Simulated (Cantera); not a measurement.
A closed system holds: 1 mol CHF3, 0.095 mol Si, a varied amount of H2, equilibrated at 1323 K and 13.3 mbar.

These are equilibrium values from Cantera (NASA tables, ideal gas, pure condensed phases), not measurements of a reactor. Candidate condensed phases: C, C6H6, C7H8, C8H18, Si, SiC; 113 gas species. Gases not in the tables: C2F6 and larger saturated fluorocarbons. Kinetics and transport are ignored.

At 0.39 mol H2, list the 3 most abundant gas species with their mole fractions, and the condensed phases.

HF 0.854, CF4 0.101, SiF4 0.0456. Condensed: C(graphite).
